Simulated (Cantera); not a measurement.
A perfectly stirred reactor is fed with 3.84 % CH4, 0.461 % C2H6, 0.807 % C3H8, 19.9 % O2, 75.0 % N2, at 1950 Torr; it is adiabatic with a 575 K inlet, and is followed from long to short residence time, starting on the burning branch (τ in s: 0.21, 0.077, 0.028, 0.01, 0.0037, 0.0013, 0.00048, 0.00018, 6.4e-05, 2.3e-05, 8.4e-06, 3.1e-06).

Detailed kinetics in Cantera: GRI-Mech 3.0 (53 species, 325 reactions). GRI-Mech 3.0 was tuned for natural gas; its chemistry of propane as a main component is partial and can be far from experiment.

Q: Predict: blow-out, bracketed by the residence times tried; x(CH4) at τ = 0.210 s; x(C2H6) at τ = 0.210 s; x(C3H8) at τ = 0.210 s; x(N2O) at τ = 0.210 s; x(CH4) at τ = 0.480 ms; x(C2H6) at τ = 0.480 ms; x(C3H8) at τ = 0.480 ms; x(N2O) at τ = 0.480 ms; x(C2H) at τ = 0.480 ms.

A: 
- blow-out, bracketed by the residence times tried = burning at 64.0 µs, out at 23.0 µs
- x(CH4) at τ = 0.210 s = 9.41e-7
- x(C2H6) at τ = 0.210 s = 1.76e-8
- x(C3H8) at τ = 0.210 s = 3.01e-8
- x(N2O) at τ = 0.210 s = 4.11e-7
- x(CH4) at τ = 0.480 ms = 8.68e-5
- x(C2H6) at τ = 0.480 ms = 2.60e-6
- x(C3H8) at τ = 0.480 ms = 4.38e-6
- x(N2O) at τ = 0.480 ms = 9.43e-7
- x(C2H) at τ = 0.480 ms = 2.22e-8
